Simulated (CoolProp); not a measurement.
A single-stage vapour-compression cycle with C2F6 (R116): evaporating at 228.15 K (dew point), condensing at 279.15 K (bubble point), superheat 5 K, subcooling 0 K, compressor efficiency 0.6, no pressure losses. Each further row changes one setting.

Model: reference Helmholtz-energy equation of state, Lemmon 2006, in CoolProp. It is a short technical equation, of lower accuracy than the large ones.

```json
[
 {"case": "as stated", "cooling COP": "1.38", "pressure ratio": "4.80", "discharge temperature (K)": "295.4", "refrigerating effect (kJ/kg)": "43.1", "volumetric capacity (kJ/m³)": "1560"},
 {"case": "evaporating temperature 233.15 K", "cooling COP": "1.65", "pressure ratio": "3.99", "discharge temperature (K)": "294.1", "refrigerating effect (kJ/kg)": "45.5", "volumetric capacity (kJ/m³)": "…"},
 {"case": "condensing temperature 274.15 K", "cooling COP": "1.74", "pressure ratio": "4.21", "discharge temperature (K)": "…", "refrigerating effect (kJ/kg)": "50.2", "volumetric capacity (kJ/m³)": "…"},
 {"case": "subcooling 5 K", "cooling COP": "1.62", "pressure ratio": "4.80", "discharge temperature (K)": "295.4", "refrigerating effect (kJ/kg)": "…", "volumetric capacity (kJ/m³)": "1840"},
 {"case": "superheat 15 K", "cooling COP": "1.49", "pressure ratio": "4.80", "discharge temperature (K)": "…", "refrigerating effect (kJ/kg)": "50.4", "volumetric capacity (kJ/m³)": "1720"},
 {"case": "compressor efficiency 0.5", "cooling COP": "…", "pressure ratio": "4.80", "discharge temperature (K)": "301.6", "refrigerating effect (kJ/kg)": "43.1", "volumetric capacity (kJ/m³)": "1560"}
]
```

Question: Fill in the missing entries.

Answer: 
- evaporating temperature 233.15 K, volumetric capacity (kJ/m³): 1980
- condensing temperature 274.15 K, discharge temperature (K): 289.7
- condensing temperature 274.15 K, volumetric capacity (kJ/m³): 1820
- subcooling 5 K, refrigerating effect (kJ/kg): 50.7
- superheat 15 K, discharge temperature (K): 305.2
- compressor efficiency 0.5, cooling COP: 1.15
